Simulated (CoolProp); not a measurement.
Vapour-liquid equilibrium of propylene (1) + 1-butene (2) at 1.1 MPa; x and y are mole fractions of (1).

Computed with CoolProp (multi-fluid Helmholtz-energy mixture model, Lemmon 2013 and Lemmon 2005; pair parameters Bell 2016).

Question: Give the bubble temperature and the first vapour's composition at x = 0.35, 0.65, 0.95. Is there an azeotrope?

Answer: x = 0.35: 52.0 °C, y = 0.581; x = 0.65: 36.7 °C, y = 0.838; x = 0.95: 24.8 °C, y = 0.982. No azeotrope shows between x = 0.05 and 0.95.

The pair parameters rest on a limited set of measurements; away from them the model extrapolates.
